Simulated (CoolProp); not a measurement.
Vapour-liquid equilibrium of dimethyl ether (1) + 1-butene (2) at 317.7 K; x and y are mole fractions of (1).

Computed with CoolProp (multi-fluid Helmholtz-energy mixture model, Wu 2011 and Lemmon 2005; pair parameters Bell 2016).

```
x     bubble pressure (bar)  y at the bubble point  dew pressure at overall composition x (bar)  liquid density (mol/L)
----  ---------------------  ---------------------  -------------------------------------------  ----------------------
0.05                  5.498                  0.098                                        5.331                   10.16
0.2                   6.423                  0.330                                        5.877                   10.56
0.35                  7.253                  0.500                                        6.515                   11.01
0.5                   7.998                  0.636                                        7.253                   11.50
0.65                  8.669                  0.752                                        8.080                   12.05
0.8                   9.276                  0.858                                        8.947                   12.67
0.95                  9.825                  0.964                                        9.757                   13.38
```

No azeotrope shows between x = 0.05 and 0.95.

The pair parameters rest on a limited set of measurements; away from them the model extrapolates.
